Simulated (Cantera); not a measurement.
A closed system holds: 1 mol BaF2, 0.83 mol O2, 48 mol H2, held at 15.0 Pa.

Cantera equilibrium calculation (NASA polynomials, part measured and part estimated; ideal gas, pure solids and liquids). Candidate condensed phases: Ba, BaF2, BaO, Ba(OH)2, H2O; 27 gas species. Mutual solubility and eutectic melting of coexisting phases are not modelled. Kinetics and transport are ignored.

Problem. What share of the Ba ends up in condensed phases as a function of T (°C), at 927, 1002, 1077, 1152, 1227, 1302, 1377, 1452, 1527, 1602, 1677, 1752?

Solution. 
```
T (°C)  Ba condensed (%)                as
------  ----------------  ----------------
927                 99.3  BaF2(s) + BaO(s)
1002                93.9  BaF2(s) + BaO(s)
1077                57.0  BaF2(s) + BaO(s)
1152                 9.4            BaO(s)
1227                 1.7            BaO(s)
1302                 0.0                 -
1377                 0.0                 -
1452                 0.0                 -
1527                 0.0                 -
1602                 0.0                 -
1677                 0.0                 -
1752                 0.0                 -
```
